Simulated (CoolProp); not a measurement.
Diethyl ether along the isobar 2.96 MPa: fugacity coefficient from the reference equation and from simpler models built on Tc = 194.7 °C, pc = 3.717 MPa, ω = 0.282; each cubic takes its own stable root.

Computed with CoolProp (reference Helmholtz-energy equation of state, Thol 2014).

```
T (°C)   phase  reference  Soave-Redlich-Kwong  Peng-Robinson
------  ------  ---------  -------------------  -------------
133.85  liquid     0.3821               0.3943         0.3815
144.65  liquid     0.4487               0.4628         0.4477
155.55  liquid     0.5206               0.5360         0.5186
166.35  liquid     0.5952               0.6109         0.5914
177.25  liquid     0.6722               0.6864         0.6649
188.05     gas     0.7148               0.7228         0.7019
198.95     gas     0.7400               0.7458         0.7249
209.75     gas     0.7615               0.7661         0.7450
220.65     gas     0.7807               0.7844         0.7634
231.45     gas     0.7976               0.8009         0.7800
242.35     gas     0.8130               0.8161         0.7953
253.15     gas     0.8268               0.8299         0.8092
264.05     gas     0.8396               0.8427         0.8221
274.85     gas     0.8511               0.8544         0.8340
```
